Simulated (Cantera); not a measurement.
A perfectly stirred reactor is fed with H₂ : O₂ : N₂ = 0.44 : 1 : 0.2 (molar parts), at 0.00290 bar; it is held at 1025 K, and followed from long to short residence time.

Cantera simulation using the H2/O2 subset of GRI-Mech 3.0, which has no nitrogen chemistry; the numbers are that mechanism's predictions, not measurements. Radical loss at walls, strong at low pressure, is not modelled. The temperature is held fixed by assumption; the heat of reaction is taken as removed at once.

What does this change do: temperature 1025 to 925 K?


```csv
quantity,before,after
x(H₂) at τ = 2.30 s,0.00286,0.00369
x(O₂) at τ = 2.30 s,0.544,0.546
x(H) at τ = 2.30 s,0.00487,0.00369
x(H₂O₂) at τ = 2.30 s,1.26e-7,1.03e-7
x(HO₂) at τ = 2.30 s,3.03e-6,4.06e-6
x(H₂) at τ = 46.0 ms,0.0224,0.0334
x(O₂) at τ = 46.0 ms,0.508,0.524
x(H) at τ = 46.0 ms,0.0895,0.0821
x(H₂O₂) at τ = 46.0 ms,6.49e-8,5.82e-8
x(HO₂) at τ = 46.0 ms,2.72e-6,3.59e-6
```
Below about 950 K walls govern HO2 and H2O2 in real vessels.

What does this change do: temperature 1025 to 948 K?


```json
[
 {"quantity": "x(H₂) at τ = 2.30 s", "before": "0.00286", "after": "0.00334"},
 {"quantity": "x(O₂) at τ = 2.30 s", "before": "0.544", "after": "0.546"},
 {"quantity": "x(H) at τ = 2.30 s", "before": "0.00487", "after": "0.00395"},
 {"quantity": "x(H₂O₂) at τ = 2.30 s", "before": "1.26e-7", "after": "1.09e-7"},
 {"quantity": "x(HO₂) at τ = 2.30 s", "before": "3.03e-6", "after": "3.78e-6"},
 {"quantity": "x(H₂) at τ = 46.0 ms", "before": "0.0224", "after": "0.0298"},
 {"quantity": "x(O₂) at τ = 46.0 ms", "before": "0.508", "after": "0.520"},
 {"quantity": "x(H) at τ = 46.0 ms", "before": "0.0895", "after": "0.0845"},
 {"quantity": "x(H₂O₂) at τ = 46.0 ms", "before": "6.49e-8", "after": "5.98e-8"},
 {"quantity": "x(HO₂) at τ = 46.0 ms", "before": "2.72e-6", "after": "3.37e-6"}
]
```
Below about 950 K walls govern HO2 and H2O2 in real vessels.
